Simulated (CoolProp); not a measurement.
Saturation properties of n-perfluoropentane (Tc = 147.9 °C, pc = 20.63 bar, ω = 0.436).

Values from CoolProp's reference Helmholtz-energy equation of state, Gao 2022.

```tsv
T (°C)	p (bar)	liquid density (kg/m³)	vapour density (kg/m³)	liquid cp (kJ/(kg K))
57.35	2.554	1490	30.09	1.115
63.75	3.076	1465	36.20	1.129
70.15	3.674	1439	43.31	1.145
76.65	4.368	1411	51.73	1.161
83.05	5.145	1383	61.38	1.179
89.45	6.021	1352	72.64	1.198
95.85	7.006	1320	85.82	1.221
102.35	8.127	1284	101.6	1.248
```

It boils at 29.3 °C under 1 atm.
